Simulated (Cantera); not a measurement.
Mixture: H₂ : O₂ : N₂ = 1 : 0.357 : 1.34 (molar parts), equivalence ratio 1.4, at 1.01 bar, adiabatic and at constant volume. Ignition delay is the time to a rise of 400 K.

Cantera simulation using the H2/O2 subset of GRI-Mech 3.0, which has no nitrogen chemistry; the numbers are that mechanism's predictions, not measurements. Where the delays flatten at high temperature, the 400 K rule measures the pace of heat release, not the induction time.

Task: What does this change do: pressure from 1.01 bar to 1.20 bar?

Result: 
```tsv
quantity	before	after
delay at 1175 K	52.7 µs	45.3 µs
delay at 1275 K	31.4 µs	26.5 µs
delay at 1375 K	21.3 µs	17.8 µs
delay at 1475 K	15.9 µs	13.1 µs
delay at 1575 K	13.0 µs	10.5 µs
delay at 1675 K	11.5 µs	9.13 µs
```

Task: What does this change do: pressure from 1.01 bar to 14.0 bar?

Result: 
```csv
quantity,before,after
delay at 1175 K,52.7 µs,0.151 ms
delay at 1275 K,31.4 µs,13.0 µs
delay at 1375 K,21.3 µs,2.37 µs
delay at 1475 K,15.9 µs,1.22 µs
delay at 1575 K,13.0 µs,0.801 µs
delay at 1675 K,11.5 µs,0.584 µs
```
The hydrogen kinetics of GRI-Mech 3.0 are dated; newer H2 mechanisms differ, most at raised pressure. The pressure lies above the range GRI-Mech 3.0 was tuned for (to about 10 atm).
